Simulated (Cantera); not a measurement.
## Silicon oxide and oxynitride deposition: SiF4 + H2O + N2 + O3

Feed: 1 mol SiF4, 0.16 mol H2O, 20 mol N2, 0.78 mol O3, at 770 Pa.

Cantera equilibrium calculation (NASA polynomials, part measured and part estimated; ideal gas, pure solids and liquids). Candidate condensed phases: H2O, Si, SiO2, Si2N2O, Si3N4; 58 gas species. The tables' values for SiF3 are old estimates; treat these amounts as uncertain. The tables hold silica as quartz up to 1696 K and as liquid above; real silica turns to tridymite and cristobalite and melts near 1996 K. Rates play no part.

```tsv
T (°C)	x N2	x O2	x SiF4	x HF	x NO	x O	x F	n SiO2(β-quartz)	n SiO2(condensed)
1227	0.892	0.0519	0.0411	0.0142	0.000647	1.05e-5	1.75e-6	0.0798	0
1277	0.892	0.0518	0.0411	0.0142	0.000819	2.03e-5	3.45e-6	0.0798	0
1327	0.892	0.0517	0.0411	0.0142	0.00102	3.76e-5	6.52e-6	0.0798	0
1377	0.892	0.0515	0.0411	0.0142	0.00126	6.70e-5	1.18e-5	0.0798	0
1427	0.892	0.0514	0.0410	0.0142	0.00153	0.000115	2.08e-5	0	0.0798
1477	0.891	0.0512	0.0410	0.0142	0.00183	0.000193	3.55e-5	0	0.0799
1527	0.891	0.0509	0.0410	0.0142	0.00218	0.000313	5.88e-5	0	0.0798
1577	0.891	0.0507	0.0410	0.0142	0.00256	0.000495	9.49e-5	0	0.0797
```
x: gas mole fraction; n: condensed amount in mol.

From 1227 °C to 1377 °C the condensed part is SiO2(β-quartz). From 1427 °C to 1577 °C the condensed part is SiO2(condensed). The main Si-bearing gas is SiF4 throughout.
